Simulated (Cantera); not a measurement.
# Hydrocarbon pyrolysis for carbon deposition

An isothermal, constant-pressure homogeneous reactor starts with 8.33 % C₂H₆, 91.7 % H₂, at 1000 K and 390 Torr.

Computed with Cantera and GRI-Mech 3.0 (53 species, 325 reactions). GRI-Mech 3.0 stops at C3 and has no aromatics, soot or wall deposition, so with more carbon than oxygen in the feed, carbon stays in small species such as C2H2 where larger ones or solid carbon would form.

| t (s) | x C₂H₆ | x H₂ | x H | x CH₂ | x C₂H | x CH₃ | x C₂H₄ |
|---|---|---|---|---|---|---|---|
| 0.000500 | 0.0833 | 0.917 | 2.91e-9 | <1e-12 | <1e-12 | 2.27e-9 | 1.38e-7 |
| 0.00182 | 0.0833 | 0.917 | 1.02e-8 | <1e-12 | <1e-12 | 2.39e-9 | 1.90e-6 |
| 0.00660 | 0.0833 | 0.917 | 3.57e-8 | <1e-12 | <1e-12 | 3.87e-9 | 2.50e-5 |
| 0.0240 | 0.0830 | 0.917 | 9.68e-8 | <1e-12 | <1e-12 | 1.41e-8 | 0.000282 |
| 0.0871 | 0.0814 | 0.917 | 1.20e-7 | <1e-12 | <1e-12 | 2.03e-8 | 0.00176 |
| 0.316 | 0.0759 | 0.917 | 1.18e-7 | <1e-12 | <1e-12 | 1.97e-8 | 0.00671 |
| 1.15 | 0.0623 | 0.918 | 1.11e-7 | <1e-12 | <1e-12 | 1.84e-8 | 0.0187 |
| 4.17 | 0.0467 | 0.917 | 1.02e-7 | <1e-12 | <1e-12 | 1.95e-8 | 0.0319 |
| 15.2 | 0.0416 | 0.913 | 9.78e-8 | <1e-12 | <1e-12 | 3.26e-8 | 0.0328 |
| 55.1 | 0.0348 | 0.901 | 9.14e-8 | <1e-12 | <1e-12 | 7.13e-8 | 0.0279 |
| 200 | 0.0207 | 0.874 | 7.72e-8 | <1e-12 | <1e-12 | 1.38e-7 | 0.0171 |
x: mole fraction; the columns are a selection and need not sum to one.

Equilibrium at this temperature and pressure: C₂H₆ 5.88e-6, H₂ 0.833, H 2.89e-9, CH₂ <1e-12, C₂H <1e-12, CH₃ 9.99e-9, C₂H₄ 5.05e-6 (gas phase only).
